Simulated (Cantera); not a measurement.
A Cantera script and what it prints.

```python
import numpy as np
import cantera as ct

gas_names = """
    CL CLO CL2 H HCL HOCL HO2 H2 H2O H2O2 Mg MgCL MgCL2 MgH MgO MgOH MgO2H2 Mg2 O OH O2 O3
""".split()
cond_names = """
    H2O(s) H2O(L) Mg(cr) Mg(L) MgCL2(s) MgCL2(L) MgO(s) MgO(L) MgO2H2(s)
""".split()


def load(file, names, dense=False):
    # The tables refer to 1 bar. Condensed volumes are neglected.
    table = {s.name: s for s in ct.Species.list_from_file(file)}
    out = []
    for n in names:
        d = dict(table[n].input_data)
        d["thermo"] = dict(d["thermo"], **{"reference-pressure": 1e5})
        if dense:
            d["equation-of-state"] = {"model": "constant-volume", "density": "1e6 g/cm^3"}
        out.append(ct.Species.from_dict(d))
    return out


gas = ct.Solution(thermo="ideal-gas", species=load("nasa_gas.yaml", gas_names))
cond = {s.name: ct.Solution(thermo="fixed-stoichiometry", species=[s], name=s.name)
        for s in load("nasa_condensed.yaml", cond_names, dense=True)}
atoms = {
    'MgO': {'Mg': 1, 'O': 1},
    'Cl2': {'CL': 2},
    'H2': {'H': 2},
}
top_T = {}  # K; cautious upper limits of use, not melting points


def equilibrate(T, P, feed):
    n = {}
    for name, mol in feed.items():
        for a, k in atoms[name].items():
            n[a] = n.get(a, 0.0) + k * mol
    gas.TPX = T, P, n
    mass = sum(n.values()) * gas.mean_molecular_weight
    gas.equilibrate("TP")
    valid = [c for c in cond.values() if c.min_temp <= T <= top_T.get(c.name, c.max_temp)]
    mix = ct.Mixture([(gas, mass / gas.mean_molecular_weight)] + [(c, 0.0) for c in valid])
    mix.T, mix.P = T, P
    mix.equilibrate("TP", solver="vcs", rtol=1e-11, max_steps=5000)
    return mix


results = []
feed = {'MgO': 1, 'Cl2': 0.58, 'H2': 12}  # mol
P = 87  # Pa
for T in [875, 975, 1075, 1175, 1275, 1375, 1475, 1575, 1675, 1775, 1875]:
    mix = equilibrate(T, P, feed)
    results.append((T, P, feed, dict(zip(mix.species_names, mix.species_moles))))
    x = sorted(zip(gas.X, gas.species_names), reverse=True)
    print(f"T = {T:g} K  P = {P:g} Pa  gas = {mix.phase_moles(0):.4g} mol")
    print("   x: " + "  ".join(f"{s} {v:.3e}" for v, s in x if v > 0.001))
    print("   condensed (mol): " + ("  ".join(f"{mix.phase(i).name} {mix.phase_moles(i):.4g}"
          for i in range(1, mix.n_phases) if mix.phase_moles(i) > 1e-12) or "none"))
```

Output:

```
T = 875 K  P = 87 Pa  gas = 12.58 mol
   x: H2 9.078e-01  HCL 9.198e-02
   condensed (mol): MgO(s) 0.9986
T = 975 K  P = 87 Pa  gas = 12.58 mol
   x: H2 9.078e-01  HCL 9.158e-02
   condensed (mol): MgO(s) 0.996
T = 1075 K  P = 87 Pa  gas = 12.58 mol
   x: H2 9.078e-01  HCL 9.077e-02
   condensed (mol): MgO(s) 0.991
T = 1175 K  P = 87 Pa  gas = 12.58 mol
   x: H2 9.078e-01  HCL 8.940e-02  H2O 1.402e-03  MgCL2 1.402e-03
   condensed (mol): MgO(s) 0.9824
T = 1275 K  P = 87 Pa  gas = 12.58 mol
   x: H2 9.078e-01  HCL 8.735e-02  H2O 2.427e-03  MgCL2 2.426e-03
   condensed (mol): MgO(s) 0.9695
T = 1375 K  P = 87 Pa  gas = 12.58 mol
   x: H2 9.077e-01  HCL 8.458e-02  H2O 3.817e-03  MgCL2 3.808e-03
   condensed (mol): MgO(s) 0.952
T = 1475 K  P = 87 Pa  gas = 12.58 mol
   x: H2 9.072e-01  HCL 8.117e-02  H2O 5.593e-03  MgCL2 5.487e-03
   condensed (mol): MgO(s) 0.9296
T = 1575 K  P = 87 Pa  gas = 12.6 mol
   x: H2 9.049e-01  HCL 7.760e-02  H2O 8.032e-03  MgCL2 7.162e-03  H 1.340e-03
   condensed (mol): MgO(s) 0.8988
T = 1675 K  P = 87 Pa  gas = 12.66 mol
   x: H2 8.953e-01  HCL 7.528e-02  H2O 1.274e-02  MgCL2 7.953e-03  Mg 4.625e-03  H 3.725e-03
   condensed (mol): MgO(s) 0.8386
T = 1775 K  P = 87 Pa  gas = 12.86 mol
   x: H2 8.672e-01  HCL 7.482e-02  H2O 2.410e-02  Mg 1.652e-02  H 9.138e-03  MgCL2 7.203e-03
   condensed (mol): MgO(s) 0.6897
T = 1875 K  P = 87 Pa  gas = 13.29 mol
   x: H2 8.067e-01  HCL 7.388e-02  H2O 4.893e-02  Mg 4.265e-02  H 1.996e-02  MgCL2 5.633e-03  CL 1.384e-03
   condensed (mol): MgO(s) 0.3474
```

Equilibrium computed with Cantera from the NASA thermochemical tables; the gas is ideal and each condensed phase is pure. The tables' values for MgH are old estimates; treat these amounts as uncertain. Condensed phases not in the tables: MgOHCl.
